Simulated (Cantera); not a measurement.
A Cantera script and what it prints.

```python
import numpy as np
import cantera as ct

gas_names = """
    H HO2 H2 H2O H2O2 O OH O2 O3 Si SiH SiH2 SiH3 SiH4 SiO SiO2 Si2 Si3
""".split()
cond_names = """
    H2O(s) H2O(L) Si(cr) Si(L) SiO2(Lqz) SiO2(hqz) SiO2(L)
""".split()


# ... load() reads the species with a 1 bar reference pressure and builds the phases ...
atoms = {
    'SiH4': {'Si': 1, 'H': 4},
    'O2': {'O': 2},
}
top_T = {}  # K; cautious upper limits of use, not melting points


# ... equilibrate(T, P, feed) seeds the gas with the atoms and calls Mixture.equilibrate('TP', solver="vcs", rtol=1e-11, max_steps=5000) ...
results = []
feed = {'SiH4': 1, 'O2': 1.9}  # mol
T = 750  # K
P = 72  # Pa
mix = equilibrate(T, P, feed)
results.append((T, P, feed, dict(zip(mix.species_names, mix.species_moles))))
print(gas.report(threshold=0.001))
for i in range(1, mix.n_phases):
    print(f"{mix.phase(i).name:16s} {mix.phase_moles(i):12.5e} mol")
```

It prints:

```
       temperature   750 K
          pressure   72 Pa
           density   0.00018953 kg/m^3
  mean mol. weight   16.415 kg/kmol
   phase of matter   gas

                          1 kg             1 kmol
                     ---------------   ---------------
          enthalpy       -1.2296e+07       -2.0185e+08  J
   internal energy       -1.2676e+07       -2.0808e+08  J
           entropy             16926        2.7784e+05  J/K
    Gibbs function       -2.4991e+07       -4.1023e+08  J
 heat capacity c_p            2269.4             37252  J/K
 heat capacity c_v            1762.8             28937  J/K

                      mass frac. Y      mole frac. X     chem. pot. / RT
                     ---------------   ---------------   ---------------
                H2          0.012281               0.1            -26.38
               H2O           0.98772               0.9           -70.164
     [  +16 minor]        2.3482e-13        3.7344e-12

Si(cr)            0.00000e+00 mol
SiO2(Lqz)         1.00000e+00 mol
```

Equilibrium computed with Cantera from the NASA thermochemical tables; the gas is ideal and each condensed phase is pure.
